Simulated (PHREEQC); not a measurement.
Consider water at 25 °C with 7.4 mmol/kgw NaH2PO4 and 2.8 mmol/kgw Na2B4O7. Closed to the air; pH follows from the charge balance.

Model: ion-association model, phreeqc.dat, run in PHREEQC.

No solid was allowed to form.

Task: What pH, ionic strength does the model give?

Result: pH 7.46; ionic strength 0.0182 mol/kgw.

Task: In which forms is P present?

Result: HPO4-2 72 %, H2PO4- 27 %, NaHPO4- 1.1 % of the P.
